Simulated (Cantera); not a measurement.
A closed system holds: 1 mol Si3N4, 0.026 mol N2O, a varied amount of H2, 1.9 mol CO2, equilibrated at 1825 °C and 170 Pa.

Method: chemical equilibrium by Gibbs-energy minimisation in Cantera with the NASA 1993 tables (ideal gas, pure condensed phases). Candidate condensed phases: C, C6H6, C7H8, C8H18, H2O, Si, SiC, SiO2, Si2N2O, Si3N4; 151 gas species. The tables' values for SiN are old estimates; treat these amounts as uncertain. Gases not in the tables: Si2H6 and higher silanes. Rates play no part.

x: gas mole fraction; n: condensed amount in mol.

| n(H2) (mol) | x H2 | x SiO | x N2 | x CO | x H | x Si | x Si2C | n SiC(s) |
|---|---|---|---|---|---|---|---|---|
| 1.8 | 0.198 | 0.260 | 0.242 | 0.198 | 0.0333 | 0.0636 | 0.00259 | 0.223 |
| 6.7 | 0.461 | 0.147 | 0.147 | 0.131 | 0.0507 | 0.0588 | … | 0.0576 |
| 12 | 0.589 | 0.101 | 0.104 | 0.0960 | 0.0574 | 0.0484 | … | 0 |
| 17 | 0.660 | 0.0795 | 0.0821 | 0.0760 | 0.0607 | 0.0393 | … | 0 |
| 22 | 0.706 | 0.0654 | 0.0678 | 0.0630 | 0.0628 | 0.0331 | … | 0 |
| 26 | 0.733 | 0.0573 | 0.0595 | 0.0553 | 0.0640 | 0.0293 | … | 0 |
| 31 | 0.759 | 0.0496 | 0.0516 | 0.0481 | 0.0651 | 0.0257 | … | 0 |
| 36 | 0.778 | 0.0438 | 0.0456 | 0.0425 | 0.0659 | 0.0228 | … | 0 |

Question: Fill in the missing entries.

Answer: 
- 6.7, x Si2C: 0.00239
- 12, x Si2C: 0.00142
- 17, x Si2C: 0.000768
- 22, x Si2C: 0.000460
- 26, x Si2C: 0.000322
- 31, x Si2C: 0.000216
- 36, x Si2C: 0.000152
